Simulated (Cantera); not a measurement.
Cantera run, input and output.

```python
import numpy as np
import cantera as ct

surf = ct.Interface("diamond.yaml", "diamond_100")
gas, bulk = surf.adjacent["gas"], surf.adjacent["diamond"]
k = surf.kinetics_species_index(bulk.species_names[0])
cover = ["c6HH", "c6H*", "c6*H", "c6**", "c6HM", "c6B"]

rows, drift = [], 0.0
print(f"{'xCH3':>10s}{'um/h':>11s}" + "".join(f"{s:>11s}" for s in cover))
for v in [1e-06, 2.5e-06, 6.4e-06, 1.6e-05, 4.2e-05, 0.00011, 0.00027, 0.00068, 0.0017]:
    T, P, xH, xCH3 = 1275, 3400, 0.00089, v
    gas.TPX = T, P, {"H": xH, "CH3": xCH3, "CH4": 0.007, "H2": 1 - xH - xCH3 - 0.007}
    surf.TP = bulk.TP = T, P
    surf.coverages = "c6H*:0.1, c6HH:0.9"
    surf.advance_coverages(100.0)
    before = surf.coverages
    surf.advance_coverages(100.0)
    drift = max(drift, np.max(np.abs(surf.coverages - before) / (surf.coverages + 1e-9)))
    rate = surf.net_production_rates[k] * bulk.mean_molecular_weight / bulk.density * 3.6e9
    rows.append([rate, *surf[cover].coverages])
    print(f"{v:10.4g}{rate:11.4e}" + "".join(f"{x:11.3e}" for x in rows[-1][1:]))
```

It prints:

```
      xCH3       um/h       c6HH       c6H*       c6*H       c6**       c6HM        c6B
     1e-06 2.7731e-03  4.386e-01  4.405e-02  4.911e-01  2.626e-02  2.193e-06  7.525e-12
   2.5e-06 6.9311e-03  4.386e-01  4.405e-02  4.911e-01  2.625e-02  5.481e-06  1.881e-11
   6.4e-06 1.7733e-02  4.386e-01  4.404e-02  4.911e-01  2.623e-02  1.403e-05  4.812e-11
   1.6e-05 4.4267e-02  4.385e-01  4.404e-02  4.910e-01  2.619e-02  3.505e-05  1.201e-10
   4.2e-05 1.1574e-01  4.385e-01  4.403e-02  4.909e-01  2.608e-02  9.188e-05  3.141e-10
   0.00011 3.0001e-01  4.382e-01  4.399e-02  4.905e-01  2.579e-02  2.397e-04  8.141e-10
   0.00027 7.1907e-01  4.377e-01  4.391e-02  4.896e-01  2.513e-02  5.833e-04  1.951e-09
   0.00068 1.7087e+00  4.365e-01  4.373e-02  4.875e-01  2.358e-02  1.439e-03  4.637e-09
    0.0017 3.7537e+00  4.338e-01  4.333e-02  4.831e-01  2.044e-02  3.441e-03  1.019e-08
```

Detailed kinetics in Cantera: the Harris–Goodwin 1993 mechanism for the reconstructed diamond (100) surface.
